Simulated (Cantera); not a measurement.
## Equilibrium for silicon nitride deposition: SiHCl₃ + N₂

Charge: 1 mol SiHCl₃, 16 mol N₂.

Equilibrium computed with Cantera from the NASA thermochemical tables; the gas is ideal and each condensed phase is pure. Candidate condensed phases: NH₄Cl, Si, Si₃N₄; 28 gas species. N₂ is the only nitrogen source here; it is nearly inert below about 1500 K, so the nitride shown seldom forms there in practice. The tables' values for SiCl₃ are old estimates. Kinetics and transport are ignored.

Stable condensed phases:

```
T in °C \ P in Pa
              5     21     85    350   1400   5900  24000 100000
   1875       A      A      A      A      A      A      A      A
   1800       A      A      A      A      A      A      A      A
   1725       A      A      A      A      A      A      A      A
   1650       A      A      A      A      A      A      A      A
   1575       A      A      A      A      A      A      A      A
   1500       A      A      A      A      A      A      A      B
   1425       A      A      A      A      A      A      B      B
   1350       A      A      A      A      A      B      B      B
   1275       A      A      A      A      A      B      B      B
   1200       A      A      A      A      B      B      B      B
```

A: gas only; B: Si₃N₄.
